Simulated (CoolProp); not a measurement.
c-C4F8 (RC318) along the isotherm 500 K: density (kg/m³) from the reference equation and from simpler models built on Tc = 388.4 K, pc = 2.778 MPa, ω = 0.355; each cubic takes its own stable root.

Values from CoolProp's reference Helmholtz-energy equation of state, Platzer 1990. This equation is an older, rougher fit; its heat capacities, sound speeds and derivatives of the liquid may be far off and weren't checked against measurements.

| p (MPa) | phase | reference | ideal gas | van der Waals | Soave-Redlich-Kwong | Peng-Robinson |
|---|---|---|---|---|---|---|
| 1.07 | gas | 54.21 | 51.48 | 54.95 | 54.06 | 54.66 |
| 2.14 | gas | 114.5 | 103.0 | 118.6 | 113.6 | 116.1 |
| 3.2 | supercritical | 181.1 | 154.0 | 193.7 | 178.3 | 184.0 |
| 4.27 | supercritical | 255.6 | 205.5 | 286.5 | 248.9 | 259.0 |
| 5.34 | supercritical | 336.5 | 256.9 | 395.3 | 323.3 | 338.8 |
| 6.41 | supercritical | 420.7 | 308.4 | 498.8 | 398.5 | 420.0 |
| 7.48 | supercritical | 503.6 | 359.9 | 577.7 | 471.3 | 499.0 |
| 8.55 | supercritical | 580.5 | 411.4 | 635.5 | 539.1 | 573.0 |
| 9.61 | supercritical | 648.0 | 462.4 | 679.3 | 600.1 | 640.1 |
| 10.7 | supercritical | 707.9 | 514.8 | 715.4 | 656.2 | 702.3 |
| 11.8 | supercritical | 759.6 | 567.8 | 745.5 | 706.8 | 758.7 |
| 12.8 | supercritical | 800.3 | 615.9 | 768.8 | 748.1 | 804.9 |
| 13.9 | supercritical | 839.3 | 668.8 | 791.3 | 789.1 | 851.0 |
